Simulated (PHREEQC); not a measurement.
A solution holds 1.1 mol/kgw K2CO3, 0.026 mol/kgw Na2SO4 and 2.9e-05 mol/kgw H4SiO4, at 25 °C. Closed to the air; pH follows from the charge balance.

Equilibrium calculation in PHREEQC: Pitzer model, pitzer.dat.

```json
[
 {"quantity": "pH", "before": "11.92", "after": "11.70"},
 {"quantity": "HCO3- (mol/kgw)", "before": "0.00720", "after": "0.00598"},
 {"quantity": "CO2 (mol/kgw)", "before": "7.92e-9", "after": "1.31e-8"},
 {"quantity": "SI of Arcanite (K2SO4)", "before": "-0.96", "after": "-1.59"},
 {"quantity": "SI of Glaserite (NaK3(SO4)2)", "before": "-3.62", "after": "-4.83"}
]
```

Task: Name the change that produced these shifts.
(A) H4SiO4 from 2.9e-05 to 3.19e-05 mol/kgw
(B) diluted 2-fold with water
(C) H4SiO4 left out
(D) temperature from 25 to 90 °C

Result: B, diluted 2-fold with water

No solid was allowed to form. In brines, pH and single-ion activities rest on the MacInnes convention.
